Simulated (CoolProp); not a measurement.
Vapour pressure (bar) of normal hydrogen: the reference equation beside estimates from Tc = -240.0 °C, pc = 12.96 bar, ω = -0.219.

Computed with CoolProp (reference Helmholtz-energy equation of state, Leachman 2009).

```
T (°C)   reference  Redlich-Kwong  Soave-Redlich-Kwong  Peng-Robinson
-------  ---------  -------------  -------------------  -------------
-250.55      1.853         0.9047                1.837          1.907
-249.55      2.355          1.307                2.362          2.433
-248.55      2.947          1.823                2.979          3.049
-247.55      3.635          2.470                3.697          3.763
-246.55      4.430          3.261                4.522          4.581
-245.55      5.338          4.211                5.459          5.510
-244.55      6.371          5.335                6.516          6.556
-243.55      7.537          6.644                7.697          7.727
-242.55      8.848          8.152                9.008          9.027
-241.55      10.32          9.870                10.45          10.46
-240.55      11.97          11.81                12.04          12.04
```

Absolute difference from the reference over all 11 rows, mean and median: Redlich-Kwong 23.2 and 21.1 %, Soave-Redlich-Kwong 1.5 and 1.7 %, Peng-Robinson 2.7 and 2.9 %.
